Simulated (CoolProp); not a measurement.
The fluid at 298.15 K and 0.0186 MPa is throttled through a valve to 0.0129 MPa with no heat exchange. The same conditions are run with several fluids, on thermodynamics alone (safety and materials aside).

The numbers come from the reference Helmholtz-energy equation of state of each fluid (isohexane: Lemmon 2006; R227EA: Lemmon 2016; oxygen: Schmidt 1985; the fluoroketone C6F12O (FK-5-1-12): McLinden 2015; dry air: Lemmon 2000) in CoolProp. Blends and air are pseudo-pure fits.

```json
[
 {"fluid": "isohexane", "temperature change (K)": "?", "final density (kg/m³)": "?"},
 {"fluid": "R227EA", "temperature change (K)": "-0.1", "final density (kg/m³)": "0.888"},
 {"fluid": "oxygen", "temperature change (K)": "-0.0", "final density (kg/m³)": "0.167"},
 {"fluid": "the fluoroketone C6F12O (FK-5-1-12)", "temperature change (K)": "-0.2", "final density (kg/m³)": "?"},
 {"fluid": "dry air", "temperature change (K)": "-0.0", "final density (kg/m³)": "?"}
]
```

Task: Fill in the missing entries.

Result: 
- isohexane, temperature change (K): -0.3
- isohexane, final density (kg/m³): 0.453
- the fluoroketone C6F12O (FK-5-1-12), final density (kg/m³): 1.66
- dry air, final density (kg/m³): 0.151
